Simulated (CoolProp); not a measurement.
Properties of CH2F2 (R32) at several states (Tc = 78.1 °C, pc = 5.783 MPa, ω = 0.277).

Model: reference Helmholtz-energy equation of state, Tillner-Roth 1997, in CoolProp.

```csv
T (°C),p (MPa),phase,density (kg/m³),conductivity (mW/(m K)),Prandtl number
161.05,0.0131,gas,0.1889,___,0.757
123.15,3.96,gas,76.67,___,0.855
-84.85,0.0185,liquid,1301,215,___
31.85,6.78,liquid,___,___,1.57
-81.25,2.86,liquid,1295,___,___
```

Complete the blanks.


- 161.05, conductivity (mW/(m K)): 26.4
- 123.15, conductivity (mW/(m K)): 28.3
- -84.85, Prandtl number: 3.68
- 31.85, density (kg/m³): 963.5
- 31.85, conductivity (mW/(m K)): 134
- -81.25, conductivity (mW/(m K)): 214
- -81.25, Prandtl number: 3.54

Viscosity comes from a separate model (Bell 2016), an estimate that may be off by 10 % or more. Thermal conductivity comes from a separate model (Huber 2003), an estimate that may be off by 10 % or more.
